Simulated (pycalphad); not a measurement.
All values are pycalphad results on the COST 507 light-alloy database (1999) (1 atm), not direct measurements. The database dates from 1999; later assessments differ in places, in temperatures and in the compounds included. Phase fractions are per mole of atoms.

Q: Give the equilibrium state of Al-6.48Fe-0.64Si (at.%) at 737 °C.

A: 
```
T = 1010.00 K, P = 101325 Pa, N = 1 mol of atoms
G = -49894 J/mol, H = 21960 J/mol, S = 71.14 J/(mol K)  (SER reference)
chemical potentials (J/mol): Al -43664, Fe -137751, Si -64446
phase             fraction      x(Al)      x(Fe)      x(Si)
LIQUID              0.7920     0.9729     0.0193     0.0078
AL13FE4             0.2080     0.7609     0.2381   0.000938
```

Q: Give the equilibrium state of Al-6.48Fe-0.64Si (at.%) at 297 °C.

A: 
```
T = 570.00 K, P = 101325 Pa, N = 1 mol of atoms
G = -25670 J/mol, H = -772 J/mol, S = 43.68 J/(mol K)  (SER reference)
chemical potentials (J/mol): Al -18615, Fe -127062, Si -22944
phase             fraction      x(Al)      x(Fe)      x(Si)
FCC_A1              0.7077     0.9999   5.28e-07    6.4e-05
AL13FE4             0.2039     0.7646     0.2354   1.71e-05
ALFESI_ALPHA        0.0884     0.7381     0.1900     0.0719
```

Database names, with the compositions (at.%) that they take in these runs: AL13FE4: Al 76 Fe 24; ALFESI_ALPHA: Al 74 Fe 19 Si 7. FCC_A1 is fcc.
